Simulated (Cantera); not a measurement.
Ignition delay

Mixture: CH₄ : CO : O₂ : N₂ : CO₂ = 1 : 1.3 : 1.89 : 11 : 0.87 (molar parts), equivalence ratio 1.4, at 1.00 bar, adiabatic and at constant pressure. Ignition delay is the time to a rise of 400 K.

Computed with Cantera and GRI-Mech 3.0 (53 species, 325 reactions).

```
T0 (K)  delay (ms)
------  ----------
1048          1980
1123           495
1198           139
1273          43.0
1348          14.4
1423          5.31
1498          2.17
1573         0.987
1648         0.500
```

```json
{
 "apparent activation energy between 1498 and 1648 K": "200 kJ/mol"
}
```
